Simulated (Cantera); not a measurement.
# Ignition delay

Mixture: CH4 : O2 : N2 : C2H6 = 1 : 3.12 : 11.8 : 0.082 (molar parts), equivalence ratio 0.73, at 2.66 atm, adiabatic and at constant pressure. Ignition delay is the time to a rise of 400 K.

Cantera simulation using GRI-Mech 3.0 (53 species, 325 reactions); the numbers are that mechanism's predictions, not measurements.

| T0 (K) | delay (ms) |
|---|---|
| 1200 | 3.11 |
| 1300 | 1.03 |
| 1400 | 0.377 |
| 1500 | 0.149 |
| 1600 | 0.0650 |
| 1700 | 0.0320 |
| 1800 | 0.0177 |
| 1900 | 0.0109 |
| 2000 | 0.00728 |
| 2100 | 0.00521 |

```yaml
apparent activation energy between 1900 and 2100 K: 120 kJ/mol
```
